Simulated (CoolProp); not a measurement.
Saturation properties of carbon monoxide.

Model: reference Helmholtz-energy equation of state, Lemmon 2006, in CoolProp. It is a short technical equation, of lower accuracy than the large ones.

| T (K) | p (MPa) | liquid density (kg/m³) | vapour Z | surface tension (mN/m) |
|---|---|---|---|---|
| 76.3 | 0.05265 | 816.1 | 0.9742 | 10.7 |
| 82.3 | 0.1092 | 790.3 | 0.9565 | 9.38 |
| 88.2 | ? | 763.8 | 0.9328 | ? |
| 94.1 | 0.3420 | 735.6 | 0.9025 | 6.91 |
| 100.1 | 0.5484 | 704.9 | 0.8642 | 5.70 |
| 106 | ? | ? | 0.8186 | ? |
| 112 | 1.203 | 634.4 | 0.7628 | 3.39 |
| 117.9 | 1.679 | 591.8 | 0.6962 | 2.32 |

**Question.** Some entries are withheld; supply them.

**Answer.** 
- 88.2, p (MPa): 0.2013
- 88.2, surface tension (mN/m): 8.13
- 106, p (MPa): 0.8274
- 106, liquid density (kg/m³): 671.9
- 106, surface tension (mN/m): 4.54

It boils at 81.6 K under 1 atm.

Surface tension comes from a separate correlation (Mulero 2012).
